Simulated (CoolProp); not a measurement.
Properties of neopentane along the isotherm 276.85 °C.

Values from CoolProp's reference Helmholtz-energy equation of state, Lemmon 2006. It is a short technical equation, of lower accuracy than the large ones.

```json
[
 {"p (kPa)": "400", "phase": "gas", "density (kg/m³)": "6.435", "cp (kJ/(kg K))": "2.801", "Joule-Thomson coefficient (K/MPa)": "3.863", "isothermal compressibility (1/MPa)": "2.550", "fugacity coefficient": "0.9809"},
 {"p (kPa)": "799", "phase": "gas", "density (kg/m³)": "13.12", "cp (kJ/(kg K))": "2.818", "Joule-Thomson coefficient (K/MPa)": "3.956", "isothermal compressibility (1/MPa)": "1.303", "fugacity coefficient": "0.9621"},
 {"p (kPa)": "1200", "phase": "gas", "density (kg/m³)": "20.11", "cp (kJ/(kg K))": "2.837", "Joule-Thomson coefficient (K/MPa)": "4.051", "isothermal compressibility (1/MPa)": "0.8861", "fugacity coefficient": "0.9435"},
 {"p (kPa)": "1600", "phase": "gas", "density (kg/m³)": "27.40", "cp (kJ/(kg K))": "2.858", "Joule-Thomson coefficient (K/MPa)": "4.145", "isothermal compressibility (1/MPa)": "0.6794", "fugacity coefficient": "0.9252"},
 {"p (kPa)": "2000", "phase": "gas", "density (kg/m³)": "35.01", "cp (kJ/(kg K))": "2.881", "Joule-Thomson coefficient (K/MPa)": "4.236", "isothermal compressibility (1/MPa)": "0.5560", "fugacity coefficient": "0.9072"},
 {"p (kPa)": "2400", "phase": "gas", "density (kg/m³)": "42.98", "cp (kJ/(kg K))": "2.907", "Joule-Thomson coefficient (K/MPa)": "4.324", "isothermal compressibility (1/MPa)": "0.4742", "fugacity coefficient": "0.8894"},
 {"p (kPa)": "2800", "phase": "gas", "density (kg/m³)": "51.32", "cp (kJ/(kg K))": "2.936", "Joule-Thomson coefficient (K/MPa)": "4.405", "isothermal compressibility (1/MPa)": "0.4161", "fugacity coefficient": "0.8719"},
 {"p (kPa)": "3200", "phase": "supercritical", "density (kg/m³)": "60.07", "cp (kJ/(kg K))": "2.967", "Joule-Thomson coefficient (K/MPa)": "4.477", "isothermal compressibility (1/MPa)": "0.3726", "fugacity coefficient": "0.8547"},
 {"p (kPa)": "3600", "phase": "supercritical", "density (kg/m³)": "69.23", "cp (kJ/(kg K))": "3.002", "Joule-Thomson coefficient (K/MPa)": "4.536", "isothermal compressibility (1/MPa)": "0.3389", "fugacity coefficient": "0.8378"},
 {"p (kPa)": "4000", "phase": "supercritical", "density (kg/m³)": "78.84", "cp (kJ/(kg K))": "3.040", "Joule-Thomson coefficient (K/MPa)": "4.580", "isothermal compressibility (1/MPa)": "0.3117", "fugacity coefficient": "0.8213"},
 {"p (kPa)": "4390", "phase": "supercritical", "density (kg/m³)": "88.64", "cp (kJ/(kg K))": "3.079", "Joule-Thomson coefficient (K/MPa)": "4.604", "isothermal compressibility (1/MPa)": "0.2896", "fugacity coefficient": "0.8055"},
 {"p (kPa)": "4790", "phase": "supercritical", "density (kg/m³)": "99.13", "cp (kJ/(kg K))": "3.123", "Joule-Thomson coefficient (K/MPa)": "4.607", "isothermal compressibility (1/MPa)": "0.2701", "fugacity coefficient": "0.7896"}
]
```
